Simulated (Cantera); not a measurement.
Input (Python, Cantera) and output of one run.

```python
import numpy as np
import cantera as ct

gas_names = """
    H2 Cs HCL
""".split()
cond_names = """
    CsCL(a) CsCL(b) CsCL(L)
""".split()


# ... load() reads the species with a 1 bar reference pressure and builds the phases ...
species = {s.name: s for s in load("nasa_gas.yaml", gas_names) + load("nasa_condensed.yaml", cond_names)}
# Each term lists the table entries of one substance; the one whose range holds T is used.
reactions = {
    'H2(g) + 2 CsCl = 2 Cs(g) + 2 HCl(g)':
        [(-1, ['H2']), (-2, ['CsCL(a)', 'CsCL(b)', 'CsCL(L)']), (2, ['Cs']), (2, ['HCL'])],
}


def pick(names, T):
    return next(species[n] for n in names if species[n].thermo.min_temp <= T <= species[n].thermo.max_temp)


results = []
for label, terms in reactions.items():
    print(label)
    print("     T/K   dH/kJ  dS/(J/K)   dG/kJ   log10 K")
    for T in [300, 1075, 1100, 1125, 1150, 1175, 1200, 1225]:
        used = [(nu, pick(names, T)) for nu, names in terms]
        dH = sum(nu * s.thermo.h(T) for nu, s in used) / 1e6
        dS = sum(nu * s.thermo.s(T) for nu, s in used) / 1e3
        dG = dH - T * dS / 1e3
        logK = -dG * 1e6 / (ct.gas_constant * T * np.log(10))
        results.append((label, T, dH, dS, dG, logK, [s.name for _, s in used]))
        print(f"{T:8g} {dH:8.1f} {dS:8.1f} {dG:8.1f} {logK:8.2f}")
```

It prints:

```
H2(g) + 2 CsCl = 2 Cs(g) + 2 HCl(g)
     T/K   dH/kJ  dS/(J/K)   dG/kJ   log10 K
     300    854.0    391.7    736.5  -128.23
    1075    773.3    284.5    467.4   -22.71
    1100    771.3    282.7    460.3   -21.86
    1125    769.3    280.9    453.3   -21.04
    1150    767.3    279.1    446.3   -20.27
    1175    765.3    277.4    439.3   -19.53
    1200    763.3    275.8    432.4   -18.82
    1225    761.3    274.1    425.5   -18.14
```

Standard-state values (1 bar) from the NASA 1993 polynomials, evaluated with Cantera. Condensed species are held in their standard states even where they would react or evaporate.
